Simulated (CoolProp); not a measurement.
A simple Rankine cycle with dimethyl carbonate: condensing at 324.15 K, boiler at 0.444 MPa, turbine inlet 419.9 K, turbine efficiency 0.65, pump efficiency 0.8, no recuperator. Each further row changes one setting.

Computed with CoolProp (reference Helmholtz-energy equation of state, Zhou 2011).

```tsv
case	thermal efficiency (%)	net work (kJ/kg)	heat in (kJ/kg)	turbine exit temperature (K)	volume ratio over the turbine
as stated	12.1	63.5	523	368.1	17.4
turbine inlet 439.9 K	12.1	67.2	555	388.1	17.3
condensing temperature 316.15 K	13.1	70.5	538	362.8	24.2
boiler pressure 0.311 MPa	10.9	57.2	527	375.3	12.1
turbine efficiency 0.55	10.3	53.7	523	375.2	17.7
```
